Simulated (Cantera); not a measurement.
A perfectly stirred reactor is fed with CH4 : N2 = 1 : 2.2 (molar parts), at 750 Torr; it is held at 1975 K, and followed from long to short residence time.

Cantera simulation using GRI-Mech 3.0 (53 species, 325 reactions); the numbers are that mechanism's predictions, not measurements. GRI-Mech 3.0 stops at C3 and has no aromatics, soot or wall deposition, so with more carbon than oxygen in the feed, carbon stays in small species such as C2H2 where larger ones or solid carbon would form.

Q: What does this change do: 0.27 parts H2O added?

A: 
| quantity | before | after |
|---|---|---|
| x(CH4) at τ = 1.20 s | 0.00307 | 0.00333 |
| x(C2H6) at τ = 1.20 s | 2.66e-7 | 2.76e-7 |
| x(H) at τ = 1.20 s | 0.000812 | 0.000862 |
| x(C2H2) at τ = 1.20 s | 0.117 | 0.0761 |
| x(C2H) at τ = 1.20 s | 4.63e-6 | 2.84e-6 |
| x(CH4) at τ = 14.0 ms | 0.0269 | 0.0255 |
| x(C2H6) at τ = 14.0 ms | 1.71e-5 | 1.58e-5 |
| x(H) at τ = 14.0 ms | 0.000702 | 0.000726 |
| x(C2H2) at τ = 14.0 ms | 0.108 | 0.0877 |
| x(C2H) at τ = 14.0 ms | 3.99e-6 | 3.31e-6 |
